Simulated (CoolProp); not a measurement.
Sulfur dioxide along the isobar 35 MPa: density (kg/m³) from the reference equation and from simpler models built on Tc = 157.5 °C, pc = 7.887 MPa, ω = 0.256; each cubic takes its own stable root.

The numbers come from the reference Helmholtz-energy equation of state, Gao 2016 in CoolProp.

```csv
T (°C),phase,reference,van der Waals,Soave-Redlich-Kwong,Peng-Robinson
53.05,liquid,1364,871.7,1236,1390
77.85,liquid,…,847.8,1182,1328
102.75,liquid,1241,823.0,…,1259
127.55,liquid,1175,797.5,1058,1184
152.45,liquid,1105,771.0,989.0,1102
177.25,supercritical,1031,…,…,1016
202.15,supercritical,952.2,715.5,840.1,925.3
226.95,supercritical,871.1,686.7,764.7,836.0
251.85,supercritical,789.6,657.2,692.6,751.6
```

Q: What belongs in the gaps?

A: 
- 77.85, reference: 1304
- 102.75, Soave-Redlich-Kwong: 1122
- 177.25, van der Waals: 743.7
- 177.25, Soave-Redlich-Kwong: 916.0
